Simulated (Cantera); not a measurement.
A closed system holds: 1 mol CH3F, 0.028 mol HCl, equilibrated at 973 K and 1.00 bar.

Method: chemical equilibrium by Gibbs-energy minimisation in Cantera with the NASA 1993 tables (ideal gas, pure condensed phases). Candidate condensed phases: C, C6H6, C7H8, C8H18; 118 gas species. Equilibrium is a limit: real reactors are often held back by kinetics, nucleation or transport.

Base state: HF 0.506, H2 0.453, CH4 0.0264, HCl 0.0142, H2F2 1.11e-5 (mole fractions); condensed: C(graphite).

**Question.** What changes in the equilibrium state with this change: temperature from 973 K to 1300 K?

**Answer.** 
| species | before | after |
|---|---|---|
| HF | 0.506 | 0.494 |
| H2 | 0.453 | 0.490 |
| HCl | 0.0142 | 0.0138 |
| CH4 | 0.0264 | 0.00189 |
| H2F2 | 1.11e-5 | 4.37e-6 |
| C(graphite), mol | 0.948 | 0.996 |
